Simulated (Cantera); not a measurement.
Feed: 1 mol SiCl4, 5.4 mol N2, 18 mol H2, equilibrated at 16.0 Pa.

Cantera equilibrium calculation (NASA polynomials, part measured and part estimated; ideal gas, pure solids and liquids). Candidate condensed phases: NH4Cl, Si, Si3N4; 28 gas species. N2 is the only nitrogen source here; it is nearly inert below about 1500 K, so the nitride shown seldom forms there in practice. Gases not in the tables: Si2H6 and higher silanes. Rates play no part.

Problem. What share of the Si ends up in condensed phases as a function of T (°C), at 900, 1000, 1100, 1200, 1300, 1400, 1500, 1600, 1700?

Solution. 
| T (°C) | Si condensed (%) | as |
|---|---|---|
| 900 | 98.6 | Si3N4(s) |
| 1000 | 90.5 | Si3N4(s) |
| 1100 | 61.3 | Si3N4(s) |
| 1200 | 14.2 | Si3N4(s) |
| 1300 | 6.4 | Si(s) |
| 1400 | 0.0 | - |
| 1500 | 0.0 | - |
| 1600 | 0.0 | - |
| 1700 | 0.0 | - |
